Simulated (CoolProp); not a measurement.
Model: reference Helmholtz-energy equation of state, Thol 2019, in CoolProp.

Question: For tetradecamethylhexasiloxane (MD4M), give the phase and the density (kg/m³), cv (kJ/(kg K)), Joule-Thomson coefficient (K/MPa), isothermal compressibility (1/MPa) at 150.55 °C and 7360 kPa.

Answer: 
- 150.55 °C and 7360 kPa: liquid; density 783, cv 1.74, Joule-Thomson coefficient -0.334, isothermal compressibility 0.00306
